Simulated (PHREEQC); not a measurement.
**Polishing slurry liquid: an equilibrium model**

Consider water at 20 °C with 2 mmol/kgw H2SO4 and 0.00076 mmol/kgw H4SiO4. Closed to the air; pH follows from the charge balance.

All values are PHREEQC results (ion-association model, wateq4f.dat), not measurements.

Each row changes one thing in this solution. This is a speciation only: nothing precipitates in the calculation.

| case | pH | ionic strength (mol/kgw) | SO4-2 (mol/kgw) | HSO4- (mol/kgw) | SI of Quartz (SiO2) |
|---|---|---|---|---|---|
| as made | 2.47 | 0.00524 | 0.00162 | 0.000381 | -2.06 |
| H2SO4 replaced by Cs2SO4 at the same molality | 7.11 | 0.00600 | 0.00200 | 1.08e-8 | -2.06 |
| temperature from 20 to 25 °C | 2.48 | 0.00518 | 0.00159 | 0.000412 | -2.14 |
| H4SiO4 from 7.6e-07 to 1.52e-07 mol/kgw | 2.47 | 0.00524 | 0.00162 | 0.000381 | -2.76 |
| temperature from 20 to 50 °C | 2.50 | 0.00477 | 0.00139 | 0.000614 | -2.48 |
| H2SO4 from 0.002 to 0.01 mol/kgw | 1.86 | 0.0211 | 0.00555 | 0.00445 | -2.06 |

Constants without temperature data keep their 25 °C values here.
